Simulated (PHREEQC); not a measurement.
A solution holds 0.0017 mol/kgw HBr, 0.0003 mol/kgw CuSO4 and 0.0033 mol/kgw MgCl2, at 80 °C. It is in equilibrium with CO2 at log p = 0 (atm). Otherwise closed; pH follows from the charge balance.

The numbers come from PHREEQC with the ion-association model, phreeqc.dat.

```tsv
quantity	before	after
pH	2.83	2.82
ionic strength (mol/kgw)	0.0122	0.0124
Cu+2 (mol/kgw)	0.000267	0.000286
SO4-2 (mol/kgw)	0.000126	0.000178
MgSO4 (mol/kgw)	0.000118	8.76e-5
HSO4- (mol/kgw)	5.18e-5	2.98e-5
```

Question: Which change was made?
(A) temperature from 80 to 5 °C
(B) 0.00011 mol/kgw Na2SO4 added
(C) diluted 5-fold with water
(D) temperature from 80 to 10 °C
(E) temperature from 80 to 45 °C

Answer: E, temperature from 80 to 45 °C

This is a speciation only: nothing precipitates in the calculation. At this temperature some constants are extrapolated from 25 °C, and those without enthalpy data are left unchanged.
